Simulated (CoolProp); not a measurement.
The fluid at 267.64 K and 0.192 MPa expands adiabatically to 0.0502 MPa with isentropic efficiency 0.9. The same conditions are run with several fluids, on thermodynamics alone (safety and materials aside).

Values from CoolProp's reference Helmholtz-energy equation of state of each fluid (R115: Lemmon 2016; oxygen: Schmidt 1985; R13: Platzer 1990; propylene: Lemmon 2013; nitrogen: Span 2000). The equations of Platzer and Polt are older, rougher fits.

| fluid | work (kJ/kg) | final temperature (K) | final density (kg/m³) |
|---|---|---|---|
| R115 | ? | 240.7 | 3.95 |
| oxygen | 69.6 | 190.9 | 1.01 |
| R13 | ? | ? | ? |
| propylene | 56.2 | ? | 1.16 |
| nitrogen | 79.5 | 190.8 | 0.887 |

**Question.** Complete the blanks.

**Answer.** 
- R115, work (kJ/kg): 15.9
- R13, work (kJ/kg): 23.0
- R13, final temperature (K): 225.6
- R13, final density (kg/m³): 2.83
- propylene, final temperature (K): 222.8
